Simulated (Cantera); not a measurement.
Feed: 1 mol Si, 5.1 mol H2, 1.5 mol HCl, equilibrated at 7.30 bar.

Equilibrium computed with Cantera from the NASA thermochemical tables; the gas is ideal and each condensed phase is pure. Candidate condensed phases: Si; 19 gas species. The tables' values for SiCl3 are old estimates; treat these amounts as uncertain. Equilibrium is a limit: real reactors are often held back by kinetics, nucleation or transport. All values below are at 1498 K.

Base state: H2 0.874, HCl 0.0674, SiHCl3 0.0172, SiCl2 0.0167, SiCl4 0.0129, SiCl3 0.00820, SiH2Cl2 0.00363, SiH3Cl 0.000226 (mole fractions); condensed: Si(s).

### Question
What changes in the equilibrium state with this change: HCl from 1.5 to 0.98 mol?

### Answer
| species | before | after |
|---|---|---|
| H2 | 0.874 | 0.903 |
| HCl | 0.0674 | 0.0587 |
| SiCl2 | 0.0167 | 0.0122 |
| SiHCl3 | 0.0172 | 0.0110 |
| SiCl4 | 0.0129 | 0.00693 |
| SiCl3 | 0.00820 | 0.00515 |
| SiH2Cl2 | 0.00363 | 0.00276 |
| SiH3Cl | 0.000226 | 0.000203 |
| Si(s), mol | 0.626 | 0.773 |
